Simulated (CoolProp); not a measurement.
Properties of CHF3 (R23) along the isobar 582 kPa.

Model: reference Helmholtz-energy equation of state, Penoncello 2003, in CoolProp.

```
T (K)  phase  Joule-Thomson coefficient (K/MPa)  Prandtl number  fugacity coefficient
-----  -----  ---------------------------------  --------------  --------------------
231.1    gas                              30.27           0.940                0.8916
236.7    gas                              27.71           0.899                0.9010
242.3    gas                              25.46           0.869                0.9092
247.9    gas                              23.47           0.849                0.9165
253.4    gas                              21.73      (withheld)                0.9228
259      gas                              20.17           0.824                0.9286
264.6    gas                              18.77           0.817                0.9337
270.2    gas                         (withheld)           0.813                0.9384
275.7    gas                              16.41           0.810                0.9426
281.3    gas                              15.39           0.809                0.9464
286.9    gas                         (withheld)           0.809                0.9500
292.5    gas                              13.63           0.810                0.9532
298.1    gas                              12.87           0.811                0.9562
303.6    gas                              12.18           0.814                0.9588
309.2    gas                              11.53           0.817                0.9614
```

Question: Fill in the missing entries.

Answer: 
- 253.4, Prandtl number: 0.835
- 270.2, Joule-Thomson coefficient (K/MPa): 17.52
- 286.9, Joule-Thomson coefficient (K/MPa): 14.47

Viscosity comes from a separate model (Shan 2000). Thermal conductivity comes from a separate model (Shan 2000).
